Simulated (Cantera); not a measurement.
A freely propagating, adiabatic, planar premixed flame of CH₄ : O₂ : N₂ = 1 : 1.67 : 6.17 (molar parts), unburnt at 375 K and 9.28 atm; multicomponent+Soret transport, grid criteria slope 0.08 and curve 0.16, no radiation.

Cantera simulation using GRI-Mech 3.0 (53 species, 325 reactions); the numbers are that mechanism's predictions, not measurements. Burning velocities carry a grid error of a few per cent, more on coarse grids.

Q: Predict: laminar burning velocity; thermal thickness; peak x(C₂H₂); peak x(CH₂); peak x(C₂H₆).

A: 
| Quantity | Result |
|---|---|
| laminar burning velocity | 17.4 cm/s |
| thermal thickness | 0.114 mm |
| peak x(C₂H₂) | 0.000840 |
| peak x(CH₂) | 2.93e-5 |
| peak x(C₂H₆) | 0.000919 |
